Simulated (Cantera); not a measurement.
Cantera run, input and output.

```python
import numpy as np
import cantera as ct

surf = ct.Interface("diamond.yaml", "diamond_100")
gas, bulk = surf.adjacent["gas"], surf.adjacent["diamond"]
k = surf.kinetics_species_index(bulk.species_names[0])
cover = ["c6HH", "c6H*", "c6*H", "c6**", "c6HM", "c6B"]

rows, drift = [], 0.0
print(f"{'xCH3':>10s}{'um/h':>11s}" + "".join(f"{s:>11s}" for s in cover))
for v in [1e-06, 2.7e-06, 7.1e-06, 1.9e-05, 5.1e-05, 0.00013, 0.00036, 0.00096, 0.0026]:
    T, P, xH, xCH3 = 1275, 3200, 0.00022, v
    gas.TPX = T, P, {"H": xH, "CH3": xCH3, "CH4": 0.025, "H2": 1 - xH - xCH3 - 0.025}
    surf.TP = bulk.TP = T, P
    surf.coverages = "c6H*:0.1, c6HH:0.9"
    surf.advance_coverages(100.0)
    before = surf.coverages
    surf.advance_coverages(100.0)
    drift = max(drift, np.max(np.abs(surf.coverages - before) / (surf.coverages + 1e-9)))
    rate = surf.net_production_rates[k] * bulk.mean_molecular_weight / bulk.density * 3.6e9
    rows.append([rate, *surf[cover].coverages])
    print(f"{v:10.4g}{rate:11.4e}" + "".join(f"{x:11.3e}" for x in rows[-1][1:]))
```

It prints:

```
      xCH3       um/h       c6HH       c6H*       c6*H       c6**       c6HM        c6B
     1e-06 6.9962e-04  5.431e-01  3.673e-02  4.096e-01  1.058e-02  1.408e-06  1.898e-12
   2.7e-06 1.8883e-03  5.431e-01  3.673e-02  4.096e-01  1.057e-02  3.802e-06  5.124e-12
   7.1e-06 4.9606e-03  5.431e-01  3.673e-02  4.095e-01  1.056e-02  9.996e-06  1.346e-11
   1.9e-05 1.3240e-02  5.430e-01  3.672e-02  4.095e-01  1.053e-02  2.674e-05  3.593e-11
   5.1e-05 3.5289e-02  5.428e-01  3.671e-02  4.093e-01  1.046e-02  7.167e-05  9.576e-11
   0.00013 8.8419e-02  5.424e-01  3.667e-02  4.089e-01  1.027e-02  1.821e-04  2.399e-10
   0.00036 2.3333e-01  5.412e-01  3.656e-02  4.077e-01  9.765e-03  5.000e-04  6.332e-10
   0.00096 5.5490e-01  5.385e-01  3.633e-02  4.051e-01  8.656e-03  1.307e-03  1.506e-09
    0.0026 1.1680e+00  5.330e-01  3.586e-02  3.999e-01  6.620e-03  3.410e-03  3.169e-09
```

Model: the Harris–Goodwin 1993 mechanism for the reconstructed diamond (100) surface, integrated in Cantera.
